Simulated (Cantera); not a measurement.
Feed: 1 mol Si3N4, 0.016 mol C, 0.059 mol H2, equilibrated at 1573 K and 0.00100 bar.

These are equilibrium values from Cantera (NASA tables, ideal gas, pure condensed phases), not measurements of a reactor. Candidate condensed phases: C, C6H6, C7H8, C8H18, Si, SiC, Si3N4; 105 gas species. Mutual solubility and eutectic melting of coexisting phases are not modelled. The numbers say what is thermodynamically allowed, not how fast it happens.

Base state: H2 0.813, N2 0.186, H 0.00116, Si 5.50e-5 (mole fractions); condensed: Si(s) + SiC(s) + Si3N4(s).

**Question.** What changes in the equilibrium state with this change: Si3N4 replaced by TiC?

**Answer.** 
| species | before | after |
|---|---|---|
| H2 | 0.813 | 0.999 |
| H | 0.00116 | 0.00128 |
| C2H2 (acetylene) | 1.53e-9 | 2.06e-5 |
| N2 | 0.186 | 0 |
| Si | 5.50e-5 | 0 |
| Si(s), mol | 0.00427 | 0 |
| SiC(s), mol | 0.0160 | 0 |
| Si3N4(s), mol | 0.993 | 0 |
| C(graphite), mol | 0 | 0.0160 |
| TiC(s), mol | 0 | 1.00 |
TiC: taken at fixed stoichiometry. Further candidate phases: Ti, TiC.
